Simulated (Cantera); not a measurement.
Charge: 1 mol Si, 3.5 mol HCl, a varied amount of H₂, held at 11300 Torr.

Method: chemical equilibrium by Gibbs-energy minimisation in Cantera with the NASA 1993 tables (ideal gas, pure condensed phases). Candidate condensed phases: Si; 19 gas species. The tables' values for SiCl₃ are old estimates. Kinetics and transport are ignored.

Q: What condenses at these points (T in K, n(H₂) in mol): (1623, 1.7); (1598, 9.7); (1598, 4.6); (1698, 7.6); (1623, 2.2)?

A: 
| T (K) | n(H₂) in mol | condensed phases | Si condensed (%) |
|---|---|---|---|
| 1623 | 1.7 | gas only | 0.0 |
| 1598 | 9.7 | Si | 8.5 |
| 1598 | 4.6 | Si | 2.2 |
| 1698 | 7.6 | Si | 4.9 |
| 1623 | 2.2 | gas only | 0.0 |
